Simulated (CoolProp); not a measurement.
Properties of n-perfluoropentane along the isotherm 266.8 K.

Computed with CoolProp (reference Helmholtz-energy equation of state, Gao 2022).

| p (kPa) | phase | speed of sound (m/s) | expansivity (1/kK) |
|---|---|---|---|
| 129 | liquid | 561.0 | 1.765 |
| 258 | liquid | 561.7 | 1.762 |
| 387 | liquid | 562.5 | 1.758 |
| 516 | liquid | 563.2 | 1.755 |
| 645 | liquid | 563.9 | 1.751 |
| 774 | liquid | 564.6 | 1.748 |
| 903 | liquid | 565.4 | 1.744 |
| 1030 | liquid | 566.1 | 1.741 |
